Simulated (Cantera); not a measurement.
An adiabatic, constant-pressure homogeneous reactor starts with 7.60 % CH4, 0.463 % CO, 19.3 % O2, 72.6 % N2, equivalence ratio 0.80, at 1500 K and 1.00 atm.

Model: GRI-Mech 3.0 (53 species, 325 reactions), integrated in Cantera.

Question: Predict: time of steepest temperature rise; temperature at 1.00 s; equilibrium temperature; x(CO) at 1.00 s; x(O2) at 1.00 s; x(N2O) at 1.00 s; x(OH) at 1.00 s.

Answer: 
```
Item                                                                 Value
---------------------------------  ---------------------------------------
time of steepest temperature rise                                  1.08 ms
temperature at 1.00 s                                               2660 K
equilibrium temperature                                             2660 K
x(CO) at 1.00 s                      0.0227 (gas-phase equilibrium 0.0227)
x(O2) at 1.00 s                      0.0405 (gas-phase equilibrium 0.0405)
x(N2O) at 1.00 s                   6.60e-7 (gas-phase equilibrium 6.60e-7)
x(OH) at 1.00 s                      0.0174 (gas-phase equilibrium 0.0174)
```
